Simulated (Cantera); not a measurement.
An adiabatic, constant-pressure homogeneous reactor starts with CH₄ : O₂ : N₂ : H₂O = 1 : 3.39 : 12.7 : 2.5 (molar parts), equivalence ratio 0.59, at 1748 K and 5.20 bar.

Cantera simulation using GRI-Mech 3.0 (53 species, 325 reactions); the numbers are that mechanism's predictions, not measurements.

Predict: time of steepest temperature rise; temperature at 1.00 s; equilibrium temperature; x(O₂) at 1.00 s; x(H₂O) at 1.00 s; x(H₂O₂) at 1.00 s.


```json
{
 "time_of_steepest_temperature_rise": "38.8 µs",
 "temperature at 1.00 s": "2587 K",
 "equilibrium_temperature": "2587 K",
 "x(O₂) at 1.00 s": "0.0633 (gas-phase equilibrium 0.0633)",
 "x(H₂O) at 1.00 s": "0.217 (gas-phase equilibrium 0.217)",
 "x(H₂O₂) at 1.00 s": "1.05e-6 (gas-phase equilibrium 1.05e-6)"
}
```
